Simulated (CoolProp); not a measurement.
Vapour-liquid equilibrium of n-hexane (1) + o-xylene (2) at 0.693 MPa; x and y are mole fractions of (1).

Computed with CoolProp (multi-fluid Helmholtz-energy mixture model, Thol 2019 and Zhou 2012; pair parameters Bell 2016).

Give the bubble temperature and the first vapour's composition at x = 0.2, 0.35, 0.95. Is there an azeotrope?

x = 0.2: 477.4 K, y = 0.496; x = 0.35: 460.6 K, y = 0.689; x = 0.95: 421.3 K, y = 0.987. No azeotrope shows between x = 0.05 and 0.95.

Pair parameters are fitted to limited data, so mixtures are less certain than the pure fluids.
